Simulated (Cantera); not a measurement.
Feed: 1 mol C₃H₆, 1.1 mol H₂O, 0.97 mol H₂, equilibrated at 1.33 mbar.

These are equilibrium values from Cantera (NASA tables, ideal gas, pure condensed phases), not measurements of a reactor. Candidate condensed phases: C, C₆H₆, C₇H₈, C₈H₁₈, H₂O; 110 gas species. Rates play no part. All values below are at 2250 °C.

Base state: H 0.473, H₂ 0.386, CO 0.136, C₂H₂ (acetylene) 0.00459, C₃ 0.000531, C₂H 0.000424, C 0.000171, C₂ 4.92e-5 (mole fractions); condensed: C(graphite).

Task: What changes in the equilibrium state with this change: C₃H₆ replaced by C₂H₂?

Result: 
| species | before | after |
|---|---|---|
| H | 0.473 | 0.446 |
| H₂ | 0.386 | 0.344 |
| CO | 0.136 | 0.205 |
| C₂H₂ (acetylene) | 0.00459 | 0.00409 |
| C₄H₂ | 2.26e-5 | 2.01e-5 |
| C₂H | 0.000424 | 0.000401 |
| C(graphite), mol | 1.80 | 0.841 |
